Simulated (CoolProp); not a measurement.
Saturation properties of fluoroethane (R161).

Values from CoolProp's reference Helmholtz-energy equation of state, Wu 2012.

```json
[
 {"T (°C)": "-78.25", "p (bar)": "0.09864", "vapour density (kg/m³)": "0.2942", "enthalpy of vaporisation (kJ/kg)": "465.8", "liquid cp (kJ/(kg K))": "1.926", "surface tension (mN/m)": "23.9"},
 {"T (°C)": "-75.35", "p (bar)": "0.1209", "vapour density (kg/m³)": "0.3555", "enthalpy of vaporisation (kJ/kg)": "463.0", "liquid cp (kJ/(kg K))": "1.923", "surface tension (mN/m)": "23.4"},
 {"T (°C)": "-72.45", "p (bar)": "0.1471", "vapour density (kg/m³)": "0.4269", "enthalpy of vaporisation (kJ/kg)": "460.1", "liquid cp (kJ/(kg K))": "1.920", "surface tension (mN/m)": "23.0"},
 {"T (°C)": "-69.55", "p (bar)": "0.1778", "vapour density (kg/m³)": "0.5094", "enthalpy of vaporisation (kJ/kg)": "457.3", "liquid cp (kJ/(kg K))": "1.919", "surface tension (mN/m)": "22.6"},
 {"T (°C)": "-66.65", "p (bar)": "0.2137", "vapour density (kg/m³)": "0.6044", "enthalpy of vaporisation (kJ/kg)": "454.4", "liquid cp (kJ/(kg K))": "1.918", "surface tension (mN/m)": "22.2"},
 {"T (°C)": "-63.75", "p (bar)": "0.2552", "vapour density (kg/m³)": "0.7130", "enthalpy of vaporisation (kJ/kg)": "451.6", "liquid cp (kJ/(kg K))": "1.919", "surface tension (mN/m)": "21.7"},
 {"T (°C)": "-60.85", "p (bar)": "0.3032", "vapour density (kg/m³)": "0.8368", "enthalpy of vaporisation (kJ/kg)": "448.7", "liquid cp (kJ/(kg K))": "1.920", "surface tension (mN/m)": "21.3"},
 {"T (°C)": "-57.95", "p (bar)": "0.3582", "vapour density (kg/m³)": "0.9771", "enthalpy of vaporisation (kJ/kg)": "445.8", "liquid cp (kJ/(kg K))": "1.922", "surface tension (mN/m)": "20.9"},
 {"T (°C)": "-55.05", "p (bar)": "0.4210", "vapour density (kg/m³)": "1.136", "enthalpy of vaporisation (kJ/kg)": "442.9", "liquid cp (kJ/(kg K))": "1.925", "surface tension (mN/m)": "20.5"},
 {"T (°C)": "-52.15", "p (bar)": "0.4924", "vapour density (kg/m³)": "1.314", "enthalpy of vaporisation (kJ/kg)": "440.0", "liquid cp (kJ/(kg K))": "1.929", "surface tension (mN/m)": "20.1"},
 {"T (°C)": "-49.25", "p (bar)": "0.5732", "vapour density (kg/m³)": "1.513", "enthalpy of vaporisation (kJ/kg)": "437.1", "liquid cp (kJ/(kg K))": "1.934", "surface tension (mN/m)": "19.6"},
 {"T (°C)": "-46.25", "p (bar)": "0.6677", "vapour density (kg/m³)": "1.744", "enthalpy of vaporisation (kJ/kg)": "434.0", "liquid cp (kJ/(kg K))": "1.940", "surface tension (mN/m)": "19.2"},
 {"T (°C)": "-43.35", "p (bar)": "0.7704", "vapour density (kg/m³)": "1.993", "enthalpy of vaporisation (kJ/kg)": "431.0", "liquid cp (kJ/(kg K))": "1.947", "surface tension (mN/m)": "18.8"},
 {"T (°C)": "-40.45", "p (bar)": "0.8853", "vapour density (kg/m³)": "2.269", "enthalpy of vaporisation (kJ/kg)": "428.0", "liquid cp (kJ/(kg K))": "1.955", "surface tension (mN/m)": "18.4"}
]
```

It boils at -37.6 °C under 1 atm.

Surface tension comes from a separate correlation (Mulero 2012).
